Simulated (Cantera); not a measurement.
# Hydrocarbon pyrolysis for carbon deposition

An isothermal, constant-pressure homogeneous reactor starts with C₂H₆ : N₂ = 1 : 12 (molar parts), at 1625 K and 630 Pa.

Detailed kinetics in Cantera: GRI-Mech 3.0 (53 species, 325 reactions). GRI-Mech 3.0 stops at C3 and has no aromatics, soot or wall deposition, so with more carbon than oxygen in the feed, carbon stays in small species such as C2H2 where larger ones or solid carbon would form. Radical loss at walls, strong at low pressure, is not modelled.

```json
[
 {"t (s)": "2.00e-6", "x C₂H₆": "0.0769", "x HCN": "<1e-12", "x CH₃": "5.60e-5", "x CH₂": "2.87e-12", "x C₂H": "<1e-12", "x CH₄": "1.88e-8", "x C₂H₂": "<1e-12"},
 {"t (s)": "1.50e-5", "x C₂H₆": "0.0767", "x HCN": "<1e-12", "x CH₃": "0.000418", "x CH₂": "1.57e-9", "x C₂H": "<1e-12", "x CH₄": "1.05e-6", "x C₂H₂": "<1e-12"},
 {"t (s)": "0.000112", "x C₂H₆": "0.0752", "x HCN": "3.58e-12", "x CH₃": "0.00303", "x CH₂": "6.15e-7", "x C₂H": "<1e-12", "x CH₄": "5.77e-5", "x C₂H₂": "2.67e-9"},
 {"t (s)": "0.000843", "x C₂H₆": "0.0562", "x HCN": "2.59e-7", "x CH₃": "0.0168", "x CH₂": "2.99e-5", "x C₂H": "1.91e-8", "x CH₄": "0.00264", "x C₂H₂": "0.000130"},
 {"t (s)": "0.00632", "x C₂H₆": "0.000518", "x HCN": "4.64e-6", "x CH₃": "0.00642", "x CH₂": "2.44e-5", "x C₂H": "1.67e-6", "x CH₄": "0.0230", "x C₂H₂": "0.0310"},
 {"t (s)": "0.0474", "x C₂H₆": "9.72e-6", "x HCN": "5.72e-6", "x CH₃": "0.000924", "x CH₂": "1.59e-6", "x C₂H": "4.99e-7", "x CH₄": "0.0200", "x C₂H₂": "0.0550"},
 {"t (s)": "0.356", "x C₂H₆": "2.15e-6", "x HCN": "6.00e-6", "x CH₃": "0.000391", "x CH₂": "4.03e-7", "x C₂H": "2.77e-7", "x CH₄": "0.0161", "x C₂H₂": "0.0593"},
 {"t (s)": "2.67", "x C₂H₆": "5.53e-7", "x HCN": "6.77e-6", "x CH₃": "0.000203", "x CH₂": "2.40e-7", "x C₂H": "3.20e-7", "x CH₄": "0.00765", "x C₂H₂": "0.0632"},
 {"t (s)": "20.0", "x C₂H₆": "1.09e-8", "x HCN": "1.10e-5", "x CH₃": "3.27e-5", "x CH₂": "6.89e-8", "x C₂H": "5.67e-7", "x CH₄": "0.000723", "x C₂H₂": "0.0663"}
]
```
x: mole fraction; the columns are a selection and need not sum to one.

Equilibrium at this temperature and pressure: C₂H₆ 6.12e-12, HCN 0.0788, CH₃ 6.15e-7, CH₂ 1.45e-9, C₂H 2.56e-7, CH₄ 1.23e-5, C₂H₂ 0.0273 (gas phase only).
